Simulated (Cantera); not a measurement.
What does this Cantera script print?

```python
import numpy as np
import cantera as ct

gas_names = [...]  # 123 gases of nasa_gas.yaml made of C, H, O, Si
cond_names = """
    C(gr) C6H6(L) C7H8(L) C8H18(L),n-octa H2O(s) H2O(L) Si(cr) Si(L) SiC(b) SiO2(Lqz) SiO2(hqz) SiO2(L)
""".split()


# ... load() reads the species with a 1 bar reference pressure and builds the phases ...
atoms = {
    'SiC': {'Si': 1, 'C': 1},
    'H2O': {'H': 2, 'O': 1},
    'H2': {'H': 2},
}
top_T = {'C(gr)': 4500, 'SiC(b)': 3050}  # K; cautious upper limits of use, not melting points


# ... equilibrate(T, P, feed) seeds the gas with the atoms and calls Mixture.equilibrate('TP', solver="vcs", rtol=1e-11, max_steps=5000) ...
results = []
T = 2100  # K
P = 133.322  # Pa
for m in [0.0031, 0.0061, 0.012, 0.023, 0.045, 0.088, 0.17, 0.33, 0.65]:
    feed = {'SiC': 1, 'H2O': m, 'H2': 47}  # mol
    mix = equilibrate(T, P, feed)
    results.append((T, P, feed, dict(zip(mix.species_names, mix.species_moles))))

top = {s: max(r[3][s] / sum(r[3][g] for g in gas_names) for r in results) for s in gas_names}
cols = sorted((s for s in top if top[s] > 0.001), key=lambda s: -top[s])[:8]
seen = [c for c in cond_names if any(r[3].get(c, 0) > 1e-12 for r in results)]
print("log10 of partial pressures in bar; condensed amounts in mol")
print(f"{'n(H2O)':>10s}" + "".join(f"{s[:9]:>10s}" for s in cols + seen))
for T, P, feed, n in results:
    ng = sum(n[g] for g in gas_names)
    print(f"{feed['H2O']:10.4g}" + "".join(f"{np.log10(max(n[s] / ng * P / 1e5, 1e-99)):10.3f}" for s in cols)
          + "".join(f"{n.get(c, 0):10.4g}" for c in seen))
```

It prints:

```
log10 of partial pressures in bar; condensed amounts in mol
    n(H2O)        H2         H        Si        CO C2H2,acet     C(gr)    SiC(b)
    0.0031    -2.917    -3.965    -4.983    -7.083    -5.757     0.252     0.549
    0.0061    -2.917    -3.965    -4.983    -6.789    -5.757    0.2491    0.5489
     0.012    -2.917    -3.965    -4.983    -6.495    -5.757    0.2434    0.5488
     0.023    -2.917    -3.965    -4.983    -6.213    -5.757    0.2328    0.5484
     0.045    -2.917    -3.965    -4.983    -5.922    -5.757    0.2116    0.5478
     0.088    -2.918    -3.965    -4.983    -5.631    -5.758    0.1702    0.5465
      0.17    -2.918    -3.966    -4.983    -5.347    -5.759   0.09119     0.544
      0.33    -2.920    -3.966    -4.945    -5.063    -5.836         0    0.5006
      0.65    -2.924    -3.969    -4.778    -4.783    -6.175         0    0.2593
```

Equilibrium computed with Cantera from the NASA thermochemical tables; the gas is ideal and each condensed phase is pure. Gases not in the tables: Si2H6 and higher silanes.
